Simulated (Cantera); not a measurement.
**Formation from one mole of O2**

Standard-state values (1 bar) from the NASA 1993 polynomials, evaluated with Cantera. Values are per mole of reaction as written; species without (g) are pure solids or liquids, kept so even where they would boil at 1 bar.

V + O2(g) ⇌ VO2(g)

```tsv
T (K)	ΔH° (kJ)	ΔS° (J/K)	ΔG° (kJ)	log10 K
300	-232.7	31.1	-242.0	42.13
775	-236.5	23.3	-254.5	17.15
925	-237.7	21.8	-257.9	14.56
1075	-239.1	20.4	-261.0	12.68
1225	-240.7	19.0	-264.0	11.26
1375	-242.5	17.6	-266.8	10.13
```

C + O2(g) ⇌ CO2(g)

```json
[
 {"T (K)": "300", "ΔH° (kJ)": "-393.5", "ΔS° (J/K)": "2.9", "ΔG° (kJ)": "-394.4", "log10 K": "68.67"},
 {"T (K)": "775", "ΔH° (kJ)": "-394.1", "ΔS° (J/K)": "1.8", "ΔG° (kJ)": "-395.5", "log10 K": "26.66"},
 {"T (K)": "925", "ΔH° (kJ)": "-394.4", "ΔS° (J/K)": "1.4", "ΔG° (kJ)": "-395.8", "log10 K": "22.35"},
 {"T (K)": "1075", "ΔH° (kJ)": "-394.8", "ΔS° (J/K)": "1.1", "ΔG° (kJ)": "-395.9", "log10 K": "19.24"},
 {"T (K)": "1225", "ΔH° (kJ)": "-395.1", "ΔS° (J/K)": "0.8", "ΔG° (kJ)": "-396.1", "log10 K": "16.89"},
 {"T (K)": "1375", "ΔH° (kJ)": "-395.4", "ΔS° (J/K)": "0.6", "ΔG° (kJ)": "-396.2", "log10 K": "15.05"}
]
```

1.2 Ti + O2(g) ⇌ 0.4 Ti3O5

```
T (K)  ΔH° (kJ)  ΔS° (J/K)  ΔG° (kJ)  log10 K  condensed phases
-----  --------  ---------  --------  -------  ----------------
300      -983.7     -190.3    -926.6   161.33   Ti(α), Ti3O5(s)
775      -973.9     -169.8    -842.3    56.77   Ti(α), Ti3O5(s)
925      -972.5     -168.1    -817.0    46.14   Ti(α), Ti3O5(s)
1075     -971.1     -166.7    -791.9    38.48   Ti(α), Ti3O5(s)
1225     -974.3     -169.5    -766.7    32.69   Ti(β), Ti3O5(s)
1375     -971.6     -167.4    -741.4    28.17   Ti(β), Ti3O5(s)
```
